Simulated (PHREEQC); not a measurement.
Model water analysis in mmol/kgw, 25 °C, pH 6.79, pe 2.3:

```csv
constituent,mmol/kgw
Na,0.159
K,0.0498
Ca,0.106
Mg,0.0159
Cl,0.275
S(6),0.0463
Alkalinity (meq/kgw),0.0897
Zn,0.004
B,0.00511
Sr,0.000397
Li,8.53e-05
```

Valence states are taken as typed.

Computed with PHREEQC (ion-association model, phreeqc.dat).

Precipitation was switched off in this run.

Q: Predict the charge-balance error.

A: charge-balance error 0.5 %.

Q: In which forms is S present?

A: SO4-2 98 %, CaSO4 1.5 % of the S.
